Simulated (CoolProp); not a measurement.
Vapour-liquid equilibrium of R113 (1) + benzene (2) at 3 bar; x and y are mole fractions of (1).

The numbers come from the multi-fluid Helmholtz-energy mixture model, Marx 1992 and Thol 2012; pair parameters Bell 2016 in CoolProp.

| x | bubble temperature, mixture model (K) | bubble temperature, Raoult's law (K) | y, mixture model | y, Raoult's law |
|---|---|---|---|---|
| 0.05 | 388.3 | 390.6 | 0.146 | 0.107 |
| 0.15 | 381.1 | 385.8 | 0.347 | 0.291 |
| 0.25 | 376.0 | 381.4 | 0.479 | 0.440 |
| 0.35 | 372.1 | 377.4 | 0.577 | 0.562 |
| 0.45 | 369.0 | 373.8 | 0.655 | 0.664 |
| 0.55 | 366.5 | 370.4 | 0.723 | 0.750 |
| 0.65 | 364.2 | 367.2 | 0.785 | 0.821 |
| 0.75 | 362.2 | 364.3 | 0.846 | 0.883 |
| 0.85 | 360.4 | 361.6 | 0.907 | 0.935 |
| 0.95 | 358.7 | 359.1 | 0.968 | 0.980 |

The largest gap from Raoult's law is -5.4 K in bubble temperature, at x = 0.25. No azeotrope shows between x = 0.05 and 0.95.

Pair parameters are fitted to limited data, so mixtures are less certain than the pure fluids.
